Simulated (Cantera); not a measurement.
# Reactions in the system C-H-Na-O

Cantera with NASA thermochemical tables; ideal gases at 1 bar, condensed phases pure. Values are per mole of reaction as written; species without (g) are pure solids or liquids, kept so even where they would boil at 1 bar.

C₂H₂(g) + 6 NaOH(g) = 2 Na + 2 Na₂CO₃ + 8 H(g)

```
T (K)  ΔH° (kJ)  ΔS° (J/K)  ΔG° (kJ)  log10 K  condensed phases
-----  --------  ---------  --------  -------  ----------------
300       440.9     -273.1     522.9   -91.04  Na(s), Na₂CO₃(s)
450       464.4     -210.0     558.9   -64.88  Na(l), Na₂CO₃(s)
475       467.8     -202.6     564.1   -62.03  Na(l), Na₂CO₃(s)
500       471.4     -195.3     569.0   -59.45  Na(l), Na₂CO₃(s)
525       475.1     -188.0     573.8   -57.09  Na(l), Na₂CO₃(s)
550       479.1     -180.7     578.4   -54.94  Na(l), Na₂CO₃(s)
575       483.2     -173.3     582.9   -52.95  Na(l), Na₂CO₃(s)
600       487.6     -165.9     587.1   -51.11  Na(l), Na₂CO₃(s)
```
